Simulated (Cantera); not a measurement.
# Equilibrium for aluminium nitride and oxide growth: AlCl3 + N2O + N2 + HCl

A closed system holds: 1 mol AlCl3, 29 mol N2O, 74 mol N2, 3.4 mol HCl, held at 1548.15 K.

Equilibrium computed with Cantera from the NASA thermochemical tables; the gas is ideal and each condensed phase is pure. Candidate condensed phases: Al, AlCl3, AlN, Al2O3, H2O, NH4Cl; 45 gas species. Rates play no part.

| P (Pa) | x N2 | x O2 | x Cl | x HCl | x Cl2 | x H2O | n Al2O3(s) |
|---|---|---|---|---|---|---|---|
| 10 | 0.834 | 0.109 | 0.0303 | 0.0216 | 1.43e-5 | 0.00289 | 0.500 |
| 28 | 0.835 | 0.110 | 0.0288 | 0.0231 | 3.62e-5 | 0.00219 | 0.500 |
| 77 | 0.835 | 0.110 | 0.0274 | 0.0243 | 9.07e-5 | 0.00161 | 0.500 |
| 220 | 0.835 | 0.110 | 0.0262 | 0.0253 | 0.000236 | 0.00113 | 0.500 |
| 600 | 0.836 | 0.111 | 0.0248 | 0.0260 | 0.000579 | 0.000806 | 0.500 |
| 1700 | 0.837 | 0.111 | 0.0228 | 0.0264 | 0.00138 | 0.000590 | 0.500 |
| 4600 | 0.838 | 0.111 | 0.0198 | 0.0267 | 0.00281 | 0.000487 | 0.500 |
| 13000 | 0.840 | 0.111 | 0.0156 | 0.0268 | 0.00491 | 0.000472 | 0.500 |
| 36000 | 0.842 | 0.112 | 0.0113 | 0.0267 | 0.00714 | 0.000538 | 0.500 |
| 100000 | 0.843 | 0.112 | 0.00764 | 0.0265 | 0.00913 | 0.000689 | 0.500 |
x: gas mole fraction; n: condensed amount in mol.

From 10.0 Pa to 1.00 bar the condensed part is Al2O3(s). The main Al-bearing gas is AlOCl at 10.0 Pa and AlCl3 at 1.00 bar.
